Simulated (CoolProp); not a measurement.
Carbon monoxide along the isotherm -121.75 °C: density (kg/m³) from the reference equation and from simpler models built on Tc = -140.3 °C, pc = 3.498 MPa, ω = 0.050; each cubic takes its own stable root.

The numbers come from the reference Helmholtz-energy equation of state, Lemmon 2006 in CoolProp. It is a short technical equation, of lower accuracy than the large ones.

```tsv
p (MPa)	phase	reference
1.35	gas	33.06
2.69	gas	74.11
4.04	supercritical	129.9
5.38	supercritical	211.4
6.73	supercritical	315.7
8.07	supercritical	389.6
9.42	supercritical	434.5
10.8	supercritical	465.8
12.1	supercritical	488.2
13.5	supercritical	507.8
14.8	supercritical	523.1
16.1	supercritical	536.4
17.5	supercritical	549.0
```

### Question
How far does each simpler model (Redlich-Kwong, Soave-Redlich-Kwong, Peng-Robinson) lie from the reference over these 13 states: mean and median of the absolute difference, and the worst?

### Answer
- Redlich-Kwong: mean 2.6 %, median 2.4 %, worst -5.7 % at -121.75 °C and 8.07 MPa
- Soave-Redlich-Kwong: mean 3.6 %, median 3.3 %, worst -7.6 % at -121.75 °C and 8.07 MPa
- Peng-Robinson: mean 3.7 %, median 3.6 %, worst +7.9 % at -121.75 °C and 17.5 MPa
